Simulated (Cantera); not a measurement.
An isothermal, constant-pressure homogeneous reactor starts with 0.895 % H2, 68.8 % O2, 30.3 % N2, at 1450 K and 0.00247 atm.

Cantera simulation using the H2/O2 subset of GRI-Mech 3.0, which has no nitrogen chemistry; the numbers are that mechanism's predictions, not measurements. Radical loss at walls, strong at low pressure, is not modelled.

Q: Predict: x(H2) at 5.00 s; x(O2) at 5.00 s; x(OH) at 5.00 s; x(HO2) at 5.00 s; x(H2O2) at 5.00 s; x(O) at 5.00 s; x(H2O) at 5.00 s.

A: 
```json
{
  "x(H2) at 5.00 s": "3.35e-5 (gas-phase equilibrium 2.06e-7)",
  "x(O2) at 5.00 s": "0.681 (gas-phase equilibrium 0.687)",
  "x(OH) at 5.00 s": "0.00114 (gas-phase equilibrium 9.00e-5)",
  "x(HO2) at 5.00 s": "5.13e-8 (gas-phase equilibrium 2.18e-8)",
  "x(H2O2) at 5.00 s": "1.19e-9 (gas-phase equilibrium 5.71e-11)",
  "x(O) at 5.00 s": "0.00586 (gas-phase equilibrium 3.35e-5)",
  "x(H2O) at 5.00 s": "0.00826 (gas-phase equilibrium 0.00894)"
}
```
